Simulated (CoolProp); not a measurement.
Carbon dioxide at 293.15 K and 8.57 MPa flows at 14 m/s in a round tube of 10 mm bore and 1.5 µm roughness, fully developed (64/Re and Nu = 3.66 if laminar; Colebrook and Gnielinski if turbulent). Each further row changes one setting.

Computed with CoolProp (reference Helmholtz-energy equation of state, Span 1996).

```json
[
 {"case": "as stated", "Reynolds number": "1490000", "Darcy friction factor": "0.0138", "pressure drop (Pa/m)": "113000", "heat-transfer coefficient (W/(m² K))": "40500", "mass flow (kg/h)": "3310"},
 {"case": "velocity 28 m/s", "Reynolds number": "2990000", "Darcy friction factor": "0.0134", "pressure drop (Pa/m)": "439000", "heat-transfer coefficient (W/(m² K))": "79200", "mass flow (kg/h)": "6630"},
 {"case": "diameter 20 mm", "Reynolds number": "2990000", "Darcy friction factor": "0.0121", "pressure drop (Pa/m)": "49400", "heat-transfer coefficient (W/(m² K))": "36200", "mass flow (kg/h)": "13300"}
]
```

Viscosity comes from a separate model (Laesecke 2017). Thermal conductivity comes from a separate model (Huber 2016).
